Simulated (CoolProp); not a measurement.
Vapour-liquid equilibrium of n-hexane (1) + m-xylene (2) at 145.35 °C; x and y are mole fractions of (1).

Values from CoolProp's multi-fluid Helmholtz-energy mixture model, Thol 2019 and Zhou 2012; pair parameters Bell 2016.

Task: Give the bubble pressure and the first vapour's composition at x = 0.45, 0.65, 0.85. Is there an azeotrope?

Result: x = 0.45: 402.1 kPa, y = 0.814; x = 0.65: 509.9 kPa, y = 0.893; x = 0.85: 608.2 kPa, y = 0.952. No azeotrope shows between x = 0.05 and 0.95.

The pair parameters rest on a limited set of measurements; away from them the model extrapolates.
